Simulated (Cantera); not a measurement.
A Cantera script and its output.

```python
import numpy as np
import cantera as ct

gas = ct.Solution("gri30.yaml")
gas.TPX = 2025, 13332, {'NO': 1, 'N2': 18}
reactor = ct.IdealGasConstPressureReactor(gas, energy="off", clone=False)
net = ct.ReactorNet([reactor])
net.rtol, net.atol = 1e-08, 1e-18
show = ['NO', 'N2O', 'NO2', 'O', 'N2']
times = np.geomspace(3e-06, 7, 15)

steps = ct.SolutionArray(gas, extra=["t"])
rows = []
print(f"{'t/s':>10s}{'T/K':>9s}{'P/Pa':>11s}" + "".join(f"{s:>11s}" for s in show))
for t in times:
    while net.time < t:
        t_next = net.step()
        steps.append(gas.state, t=t_next)
    rows.append([np.interp(t, steps.t, y) for y in (steps.T, steps.P, *steps(*show).X.T)])
    print(f"{t:10.3e}{rows[-1][0]:9.1f}{rows[-1][1]:11.4g}" + "".join(f"{x:11.3e}" for x in rows[-1][2:]))
rate = np.gradient(steps.T, steps.t)
print("integrator steps:", len(steps.t))
if steps.T.max() > steps.T[0] + 200:
    print(f"time of steepest temperature rise: {steps.t[rate.argmax()]:.4e} s")
gas.TPX = 2025, 13332, {'NO': 1, 'N2': 18}
gas.equilibrate("TP")
print(f"equilibrium (TP): T = {gas.T:.1f} K  " + "  ".join(f"{s} {gas[s].X[0]:.3e}" for s in show))
```

Output:

```
       t/s      T/K       P/Pa         NO        N2O        NO2          O         N2
 3.000e-06   2025.0  1.333e+04  5.263e-02  1.539e-09  1.761e-13  1.540e-09  9.474e-01
 8.550e-06   2025.0  1.333e+04  5.263e-02  4.381e-09  1.425e-12  4.394e-09  9.474e-01
 2.437e-05   2025.0  1.333e+04  5.263e-02  1.245e-08  1.141e-11  1.255e-08  9.474e-01
 6.945e-05   2025.0  1.333e+04  5.263e-02  3.517e-08  8.998e-11  3.603e-08  9.474e-01
 1.979e-04   2025.0  1.333e+04  5.263e-02  9.780e-08  6.703e-10  1.047e-07  9.474e-01
 5.642e-04   2025.0  1.333e+04  5.263e-02  2.601e-07  4.389e-09  3.146e-07  9.474e-01
 1.608e-03   2025.0  1.333e+04  5.263e-02  6.144e-07  2.294e-08  1.013e-06  9.474e-01
 4.583e-03   2025.0  1.333e+04  5.263e-02  1.101e-06  9.717e-08  3.501e-06  9.474e-01
 1.306e-02   2025.0  1.333e+04  5.262e-02  1.315e-06  3.441e-07  1.162e-05  9.474e-01
 3.722e-02   2025.0  1.333e+04  5.258e-02  1.315e-06  9.758e-07  3.304e-05  9.474e-01
 1.061e-01   2025.0  1.333e+04  5.242e-02  1.297e-06  1.890e-06  6.604e-05  9.474e-01
 3.024e-01   2025.0  1.333e+04  5.187e-02  1.265e-06  2.331e-06  8.223e-05  9.477e-01
 8.618e-01   2025.0  1.333e+04  5.012e-02  1.177e-06  2.926e-06  1.047e-04  9.486e-01
 2.456e+00   2025.0  1.333e+04  4.436e-02  9.193e-07  3.988e-06  1.573e-04  9.514e-01
 7.000e+00   2025.0  1.333e+04  2.755e-02  3.803e-07  4.088e-06  2.541e-04  9.598e-01
integrator steps: 571
equilibrium (TP): T = 2025.0 K  NO 3.126e-03  N2O 7.115e-08  NO2 6.451e-07  O 3.493e-04  N2 9.720e-01
```

Model: GRI-Mech 3.0 (53 species, 325 reactions), integrated in Cantera.
